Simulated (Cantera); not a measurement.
Input: 1 mol Si₃N₄, 0.012 mol Si, 0.32 mol N₂, held at 1623 K and 1 atm.

Cantera equilibrium calculation (NASA polynomials, part measured and part estimated; ideal gas, pure solids and liquids). Candidate condensed phases: Si, Si₃N₄; 7 gas species. Kinetics and transport are ignored.

What is the equilibrium state?


| Item | Result |
|---|---|
| x(N₂) | 1.00 |
| n(Si₃N₄(s)) | 1.00 mol |
| gas amount | 0.3120 mol |
| log10 activity of Si(s) (absent) | -2.24 |
